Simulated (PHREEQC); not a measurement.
# Polishing slurry liquid

Dissolve 1.7 mmol/kgw NH3, 0.0019 mmol/kgw H4SiO4 and 0.02 mmol/kgw CO2 at 8.9 °C. Closed to the air; pH follows from the charge balance.

Computed with PHREEQC (ion-association model, phreeqc.dat).

Each row changes one thing in this solution. Precipitation was switched off in this run.

```csv
case,pH,ionic strength (mol/kgw),NH3 (mol/kgw),NH4+ (mol/kgw),CO3-2 (mol/kgw),HCO3- (mol/kgw),SI of Quartz (SiO2)
as made,10.71,0.000187,0.00153,0.000175,1.26e-5,7.38e-6,-2.20
diluted 2-fold with water,10.57,0.000122,0.000733,0.000117,5.49e-6,4.51e-6,-2.39
temperature from 8.9 to 30 °C,10.02,0.000191,0.00152,0.000184,7.20e-6,1.28e-5,-2.27
temperature from 8.9 to 90 °C,8.58,0.000173,0.00153,0.000172,5.63e-7,1.93e-5,-2.63
diluted 100-fold with water,9.58,1.04e-5,6.66e-6,1.03e-5,2.15e-8,1.78e-7,-3.60
NH3 replaced by NH4HCO3 at the same molality,7.97,0.00168,2.53e-5,0.00168,5.54e-6,0.00166,-1.49
```

Away from 25 °C the constants follow the database's enthalpies or fits; those with neither stay at their 25 °C values.
